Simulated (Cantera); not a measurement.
An isothermal, constant-pressure homogeneous reactor starts with CH₄ : CO₂ = 1 : 0.48 (molar parts), at 1398 K and 75.0 Torr. Integrator tolerance rtol = 1e-08.

Model: GRI-Mech 3.0 (53 species, 325 reactions), integrated in Cantera. GRI-Mech 3.0 stops at C3 and has no aromatics, soot or wall deposition, so with more carbon than oxygen in the feed, carbon stays in small species such as C2H2 where larger ones or solid carbon would form.

Q: What does this change do: pressure from 75.0 Torr to 345 Torr?

A: 
```tsv
quantity	before	after
x(CH₄) at 70.0 s	0.101 (gas-phase equilibrium 0.0309)	0.107 (gas-phase equilibrium 0.0923)
x(CO₂) at 70.0 s	0.0408 (gas-phase equilibrium 8.48e-8)	0.0321 (gas-phase equilibrium 5.46e-7)
x(CH₂O) at 70.0 s	9.15e-8 (gas-phase equilibrium 8.48e-9)	7.27e-8 (gas-phase equilibrium 3.72e-8)
x(C₂H₂) at 70.0 s	0.154 (gas-phase equilibrium 0.0720)	0.113 (gas-phase equilibrium 0.0423)
x(O₂) at 70.0 s	<1e-12 (gas-phase equilibrium <1e-12)	<1e-12 (gas-phase equilibrium <1e-12)
x(H₂O) at 70.0 s	0.150 (gas-phase equilibrium 3.05e-7)	0.112 (gas-phase equilibrium 1.65e-6)
```
